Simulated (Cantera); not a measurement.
Charge: 1 mol FeS, 0.33 mol H₂, at 850 K and 210 Torr.

These are equilibrium values from Cantera (NASA tables, ideal gas, pure condensed phases), not measurements of a reactor. Candidate condensed phases: Fe, FeS, FeS₂, S; 8 gas species. FeS: taken at fixed stoichiometry. Equilibrium is a limit: real reactors are often held back by kinetics, nucleation or transport.

Base state: H₂ 1.000, H₂S 0.000275 (mole fractions); condensed: FeS(s).

**Question.** What changes in the equilibrium state with this change: temperature from 850 K to 1700 K?

**Answer.** 
```json
[
 {"species": "H₂", "before": "1.000", "after": "0.979"},
 {"species": "H₂S", "before": "0.000275", "after": "0.0196"},
 {"species": "SH", "before": "<1e-9", "after": "0.000791"},
 {"species": "Fe", "before": "<1e-9", "after": "2.25e-5"},
 {"species": "S₂", "before": "<1e-9", "after": "0.000602"},
 {"species": "H", "before": "<1e-9", "after": "0.000275"},
 {"species": "S", "before": "<1e-9", "after": "1.46e-5"},
 {"species": "FeS(s), mol", "before": "1.000", "after": "0"},
 {"species": "Fe(δ), mol", "before": "0", "after": "0.00714"},
 {"species": "FeS(l), mol", "before": "0", "after": "0.993"}
]
```
Metal and sulfide melt together well below either melting point, which pure phases cannot show. Mutual solubility and eutectic melting of coexisting phases are not modelled.

**Question.** What changes in the equilibrium state with this change: FeS replaced by PbO?

**Answer.** 
```
species             before    after
----------------  --------  -------
H₂O                      0    1.000
H₂                   1.000  8.02e-5
H₂S               0.000275        0
FeS(s), mol          1.000        0
Pb(l), mol               0    0.330
PbO(yellow), mol         0    0.670
```
Further candidate phases: H₂O, Pb, PbO, PbO₂, Pb₃O₄.
